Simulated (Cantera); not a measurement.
Input: 1 mol B₂H₆, 0.98 mol H₂O, 0.26 mol H₂, at 0.0760 bar.

Equilibrium computed with Cantera from the NASA thermochemical tables; the gas is ideal and each condensed phase is pure. Candidate condensed phases: B, B₂O₃, B₃O₃H₃, H₂O; 23 gas species. The feed counts by its element totals alone. Mutual solubility and eutectic melting of coexisting phases are not modelled. The tables' values for BH₂ are old estimates; treat these amounts as uncertain. Equilibrium is a limit: real reactors are often held back by kinetics, nucleation or transport.

log p: log10 of the partial pressure in bar; n: condensed amount in mol.

```tsv
T (K)	log p H₂	log p HBO	log p B₂O₂	log p B₂O₃	log p BO	log p H	n B(s)	n B₂O₃(l)
848	-1.12	-8.57	<-13	<-13	<-13	-11.28	1.34	0.321
948	-1.12	-7.20	-11.36	-12.62	<-13	-9.84	1.34	0.320
1048	-1.12	-6.10	-9.43	-10.52	-11.86	-8.67	1.34	0.319
1148	-1.12	-5.20	-7.85	-8.81	-10.09	-7.70	1.34	0.319
1248	-1.12	-4.44	-6.54	-7.38	-8.61	-6.89	1.34	0.318
1348	-1.12	-3.81	-5.42	-6.18	-7.36	-6.20	1.34	0.315
1448	-1.12	-3.26	-4.46	-5.14	-6.29	-5.60	1.33	0.306
1548	-1.13	-2.79	-3.64	-4.25	-5.35	-5.08	1.30	0.275
1648	-1.15	?	?	?	?	?	1.22	?
1748	-1.19	-2.16	-2.52	?	?	?	1.08	0
1848	-1.19	-2.12	-2.50	-3.36	-3.57	-3.87	1.06	0
1948	-1.20	-2.09	-2.52	-3.59	-3.26	-3.55	1.04	0
```

Problem. Some entries are withheld; supply them.

Solution. 
- 1748, log p B₂O₃: -3.14
- 1748, log p BO: -3.93
- 1748, log p H: -4.24
- 1648, log p HBO: -2.39
- 1648, log p B₂O₂: -2.92
- 1648, log p B₂O₃: -3.47
- 1648, log p BO: -4.54
- 1648, log p H: -4.63
- 1648, n B₂O₃(l): 0.167
